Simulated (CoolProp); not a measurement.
Vapour-liquid equilibrium of R134a (1) + R1234ze(E) (2) at 877 kPa; x and y are mole fractions of (1).

Model: multi-fluid Helmholtz-energy mixture model, Tillner-Roth 1994 and Thol 2016; pair parameters Bell 2022, in CoolProp.

```tsv
x	bubble temperature (°C)	y at the bubble point	dew temperature at overall composition x (°C)	liquid density (mol/L)
0.05	44.1	0.068	44.3	9.675
0.125	42.8	0.163	43.3	9.810
0.2	41.7	0.250	42.3	9.945
0.275	40.7	0.331	41.4	10.08
0.35	39.8	0.408	40.4	10.21
0.425	38.9	0.482	39.6	10.35
0.5	38.2	0.553	38.8	10.49
0.575	37.5	0.623	38.0	10.63
0.65	36.9	0.690	37.3	10.77
0.725	36.3	0.757	36.6	10.91
0.8	35.8	0.824	36.0	11.06
0.875	35.3	0.890	35.4	11.21
0.95	34.9	0.956	34.9	11.36
```

No azeotrope shows between x = 0.05 and 0.95.

Pair parameters are fitted to limited data, so mixtures are less certain than the pure fluids.
